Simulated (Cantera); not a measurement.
Ignition delay

Mixture: 6.62 % CH4, 0.992 % H2, 19.3 % O2, 72.8 % N2, 0.291 % CO2, at 500000 Pa, adiabatic and at constant pressure. Ignition delay is the time to a rise of 400 K.

Cantera simulation using GRI-Mech 3.0 (53 species, 325 reactions); the numbers are that mechanism's predictions, not measurements.

```json
[
 {"T0 (K)": "1050", "delay (ms)": "11.0"},
 {"T0 (K)": "1100", "delay (ms)": "5.69"},
 {"T0 (K)": "1150", "delay (ms)": "3.36"},
 {"T0 (K)": "1200", "delay (ms)": "2.10"},
 {"T0 (K)": "1250", "delay (ms)": "1.34"},
 {"T0 (K)": "1300", "delay (ms)": "0.856"},
 {"T0 (K)": "1350", "delay (ms)": "0.550"},
 {"T0 (K)": "1400", "delay (ms)": "0.357"},
 {"T0 (K)": "1450", "delay (ms)": "0.234"}
]
```

The apparent activation energy between 1350 and 1450 K comes out as 140 kJ/mol.
